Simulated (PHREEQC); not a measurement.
Solution A (0.079 mol/kgw Cu(NO3)2) is mixed with solution B (26 mmol/kgw CdCl2 and 0.61 mmol/kgw H3BO3) at 92 °C; shares are by mass of water, 1 kg in all. Oxygen alone is held at its pressure in air (log pO2 = -0.68). No CO2 enters from the air. Only these solids could form: Cu(OH)2, Atacamite, Cu2(OH)3NO3, Cd(OH)2, CdOHCl.

Equilibrium calculation in PHREEQC: ion-association model, wateq4f.dat.

```tsv
share of solution B	pH	Atacamite (mol)	Cu+2 (mol/kgw)
0	3.52	0	0.0786
0.1	3.56	0	0.0686
0.2	(withheld)	0	0.0591
0.3	3.57	4.09e-5	(withheld)
0.4	3.57	(withheld)	0.0412
0.5	(withheld)	7.22e-5	(withheld)
0.6	3.62	7.44e-5	0.0252
0.7	3.67	7.02e-5	0.0180
0.8	3.76	5.95e-5	0.0113
0.9	3.93	4.09e-5	(withheld)
1	5.22	0	0
```

Q: Some entries are withheld; supply them.

A: 
- 0.2, pH: 3.59
- 0.3, Cu+2 (mol/kgw): 0.0499
- 0.4, Atacamite (mol): 6.22e-5
- 0.5, pH: 3.58
- 0.5, Cu+2 (mol/kgw): 0.0330
- 0.9, Cu+2 (mol/kgw): 0.00527

Species that the database lacks are ignored. At this temperature some constants are extrapolated from 25 °C, and those without enthalpy data are left unchanged.
